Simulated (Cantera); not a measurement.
Charge: 1 mol CsOH, 0.17 mol H2, 0.026 mol H2O, at 12.0 mbar.

Equilibrium computed with Cantera from the NASA thermochemical tables; the gas is ideal and each condensed phase is pure. Candidate condensed phases: Cs, CsOH, H2O; 15 gas species. Rates play no part.

x: gas mole fraction; nothing condenses.

```csv
T (°C),x CsOH,x H2O,x Cs,x H2,x Cs2(OH)2,x OH
827,0.724,0.0955,0.0745,0.100,0.00543,3.17e-10
927,0.685,[?],[?],[?],[?],[?]
1027,0.642,0.157,0.136,0.0643,0.000232,8.15e-8
1127,0.603,0.184,0.165,0.0482,6.51e-5,7.42e-7
1227,0.569,0.208,0.188,0.0345,2.16e-5,5.14e-6
1327,0.542,0.227,0.207,[?],[?],[?]
1427,0.522,0.241,0.221,0.0157,3.60e-6,0.000133
1527,0.507,0.250,0.232,0.0103,1.73e-6,0.000532
1627,0.489,0.257,0.243,0.00722,8.84e-7,0.00180
```

**Question.** Some entries are withheld; supply them.

**Answer.** 
- 927, x H2O: 0.126
- 927, x Cs: 0.106
- 927, x H2: 0.0820
- 927, x Cs2(OH)2: 0.00100
- 927, x OH: 6.34e-9
- 1327, x H2: 0.0237
- 1327, x Cs2(OH)2: 8.28e-6
- 1327, x OH: 2.87e-5
